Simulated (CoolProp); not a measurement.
Aqueous lithium chloride as a coolant, at 1 °C, 1 atm.

The numbers come from the Melinder's fits for secondary coolants in CoolProp.

| mass % | freezing point (°C) | Prandtl number | viscosity (mPa s) | density (kg/m³) | conductivity (W/(m K)) |
|---|---|---|---|---|---|
| 1.3 | -0.9 | 13.2 | 1.79 | 1008 | 0.560 |
| 3.1 | -2.8 | 13.6 | (withheld) | (withheld) | (withheld) |
| 5 | -5.1 | 14.0 | 1.98 | 1030 | 0.554 |
| 6.8 | -7.4 | 14.5 | 2.10 | 1041 | 0.550 |
| 8.7 | -10.1 | 15.1 | 2.23 | 1052 | 0.547 |
| 10.5 | -13.1 | 15.8 | 2.38 | 1062 | 0.544 |
| 12.4 | -16.9 | (withheld) | (withheld) | 1074 | 0.540 |
| 14.2 | -21.5 | 17.4 | 2.73 | 1084 | 0.537 |
| 16.1 | -27.6 | (withheld) | 2.94 | (withheld) | 0.533 |
| 17.9 | -34.5 | 19.3 | 3.17 | 1107 | 0.530 |
| 19.8 | -42.9 | 20.6 | 3.43 | 1119 | 0.526 |

Fill in the missing entries.


- 3.1, viscosity (mPa s): 1.88
- 3.1, density (kg/m³): 1019
- 3.1, conductivity (W/(m K)): 0.557
- 12.4, Prandtl number: 16.6
- 12.4, viscosity (mPa s): 2.55
- 16.1, Prandtl number: 18.3
- 16.1, density (kg/m³): 1096
